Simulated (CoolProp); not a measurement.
A simple Rankine cycle with sulfur dioxide: condensing at 316.15 K, boiler at 6.9 MPa, turbine inlet 462.6 K, turbine efficiency 0.75, pump efficiency 0.6, no recuperator. Each further row changes one setting.

Computed with CoolProp (reference Helmholtz-energy equation of state, Gao 2016).

| case | thermal efficiency (%) | net work (kJ/kg) | heat in (kJ/kg) | turbine exit temperature (K) | volume ratio over the turbine |
|---|---|---|---|---|---|
| as stated | ___ | ___ | 379 | 316.2 | 8.22 |
| turbine inlet 482.6 K | 15.4 | 62.0 | ___ | 320.1 | 7.81 |
| condensing temperature 308.15 K | 15.9 | 62.0 | 390 | 308.2 | 10.3 |
| boiler pressure 4.83 MPa | 13.8 | ___ | 405 | ___ | ___ |
| turbine efficiency 0.65 | 12.6 | ___ | 379 | 316.2 | ___ |

**Question.** Fill in the missing entries.

**Answer.** 
- as stated, thermal efficiency (%): 14.8
- as stated, net work (kJ/kg): 56.2
- turbine inlet 482.6 K, heat in (kJ/kg): 402
- boiler pressure 4.83 MPa, net work (kJ/kg): 55.9
- boiler pressure 4.83 MPa, turbine exit temperature (K): 330.9
- boiler pressure 4.83 MPa, volume ratio over the turbine: 5.65
- turbine efficiency 0.65, net work (kJ/kg): 47.6
- turbine efficiency 0.65, volume ratio over the turbine: 8.44

The expansion ends wet for: as stated; condensing temperature 308.15 K; turbine efficiency 0.65.
